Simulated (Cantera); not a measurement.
Charge: 1 mol CH₃SiH₃, 0.44 mol C₂H₂, 180 mol H₂, held at 51.0 Torr.

These are equilibrium values from Cantera (NASA tables, ideal gas, pure condensed phases), not measurements of a reactor. Candidate condensed phases: C, C₆H₆, C₇H₈, C₈H₁₈, Si, SiC; 87 gas species. The feed counts by its element totals alone. Gases not in the tables: Si₂H₆ and higher silanes. Rates play no part.

log p: log10 of the partial pressure in bar; n: condensed amount in mol.

| T (K) | log p H₂ | log p H | log p C₂H₂ (acetylene) | log p Si | n C(graphite) | n SiC(s) |
|---|---|---|---|---|---|---|
| 1873 | -1.17 | -3.77 | -4.67 | -6.53 | 0.759 | 0.999 |
| 1948 | -1.17 | -3.53 | -4.44 | -5.98 | 0.680 | 0.996 |
| 2023 | -1.17 | -3.31 | -4.22 | -5.47 | 0.560 | 0.987 |
| 2098 | -1.17 | -3.10 | -4.02 | -5.00 | 0.387 | 0.962 |
| 2173 | -1.18 | -2.90 | -3.83 | -4.55 | 0.160 | 0.895 |
| 2248 | -1.18 | … | … | … | 0 | … |
| 2323 | -1.19 | -2.56 | -3.58 | -3.72 | 0 | 0.247 |
| 2398 | -1.20 | … | -3.53 | -3.58 | 0 | 0 |
| 2473 | -1.21 | -2.26 | -3.54 | -3.55 | 0 | 0 |
| 2548 | -1.22 | -2.12 | -3.54 | -3.54 | 0 | 0 |
| 2623 | -1.24 | -2.00 | -3.55 | -3.54 | 0 | 0 |

Task: Complete the blanks.

Result: 
- 2398, log p H: -2.40
- 2248, log p H: -2.72
- 2248, log p C₂H₂ (acetylene): -3.70
- 2248, log p Si: -4.12
- 2248, n SiC(s): 0.714
